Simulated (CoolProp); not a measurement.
Water at several states: fugacity coefficient from the reference equation and from simpler models built on Tc = 373.9 °C, pc = 22.06 MPa, ω = 0.344; each cubic takes its own stable root.

Computed with CoolProp (reference Helmholtz-energy equation of state, Wagner 2002).

| T (°C) | p (MPa) | phase | reference |
|---|---|---|---|
| 38.55 | 0.133 | liquid | 0.05128 |
| 718.65 | 59.4 | supercritical | 0.8552 |
| 458.45 | 2.73 | gas | 0.9745 |
| 678.05 | 0.0374 | gas | 0.9999 |
| 110.05 | 2.27 | liquid | 0.06287 |
| 367.55 | 0.0145 | gas | 0.9998 |

### Question
How far does each simpler model (Redlich-Kwong, Soave-Redlich-Kwong, Peng-Robinson) lie from the reference over these 6 states: mean and median of the absolute difference, and the worst?

### Answer
- Redlich-Kwong: mean 84.5 %, median 3.2 %, worst +327.8 % at 38.55 °C and 0.133 MPa
- Soave-Redlich-Kwong: mean 5.5 %, median 2.9 %, worst -21.6 % at 38.55 °C and 0.133 MPa
- Peng-Robinson: mean 2.8 %, median 0.5 %, worst -12.8 % at 38.55 °C and 0.133 MPa
